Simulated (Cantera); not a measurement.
Input: 1 mol SiH4, 0.11 mol NO, 22 mol H2, 2.1 mol CO2, equilibrated at 0.00680 bar.

These are equilibrium values from Cantera (NASA tables, ideal gas, pure condensed phases), not measurements of a reactor. Candidate condensed phases: C, C6H6, C7H8, C8H18, H2O, Si, SiC, SiO2, Si2N2O, Si3N4; 151 gas species. The tables hold silica as quartz up to 1696 K and as liquid above; real silica turns to tridymite and cristobalite and melts near 1996 K. Kinetics and transport are ignored.

x: gas mole fraction; n: condensed amount in mol.

```tsv
T (°C)	x H2	x CO	x H2O	x SiO	x H	n SiO2(β-quartz)	n SiO2(condensed)
1377	0.906	0.0799	0.00905	0.00129	0.00105	0.966	0
1402	0.905	0.0798	0.00986	0.00212	0.00134	0.944	0
1427	0.902	0.0797	0.0110	0.00332	0.00170	0	0.913
1452	0.898	0.0795	0.0126	0.00497	0.00213	0	0.869
1477	0.894	0.0792	0.0148	0.00715	0.00267	0	0.811
1502	0.888	0.0789	0.0175	0.00998	0.00331	0	?
1527	0.880	0.0785	0.0210	0.0135	0.00407	0	?
1552	0.871	0.0781	0.0253	0.0180	0.00498	0	?
1577	0.860	0.0775	0.0305	0.0234	0.00606	0	?
1602	0.846	0.0768	0.0369	0.0300	0.00731	0	?
```

### Question
Some entries are withheld; supply them.

### Answer

- 1502, n SiO2(condensed): 0.736
- 1527, n SiO2(condensed): 0.640
- 1552, n SiO2(condensed): 0.520
- 1577, n SiO2(condensed): 0.371
- 1602, n SiO2(condensed): 0.187
